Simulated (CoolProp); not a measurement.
The fluoroketone C6F12O (FK-5-1-12) along the isotherm 450.1 K: fugacity coefficient from the reference equation and from simpler models built on Tc = 441.8 K, pc = 1.869 MPa, ω = 0.471; each cubic takes its own stable root.

The numbers come from the reference Helmholtz-energy equation of state, McLinden 2015 in CoolProp.

```
p (MPa)          phase  reference
-------  -------------  ---------
0.234              gas     0.9596
0.467              gas     0.9200
0.701              gas     0.8809
0.935              gas     0.8422
1.17               gas     0.8036
1.4                gas     0.7658
1.64               gas     0.7259
1.87     supercritical     0.6868
2.1      supercritical     0.6450
2.34     supercritical     0.5970
2.57     supercritical     0.5564
2.8      supercritical     0.5219
```

Problem. How far does each simpler model (van der Waals, Soave-Redlich-Kwong, Peng-Robinson) lie from the reference over these 12 states: mean and median of the absolute difference, and the worst?

Solution. 
- van der Waals: mean 3.0 %, median 3.2 %, worst +5.7 % at 450.1 K and 2.8 MPa
- Soave-Redlich-Kwong: mean 1.1 %, median 0.7 %, worst +3.0 % at 450.1 K and 2.8 MPa
- Peng-Robinson: mean 1.7 %, median 1.8 %, worst -2.4 % at 450.1 K and 2.1 MPa
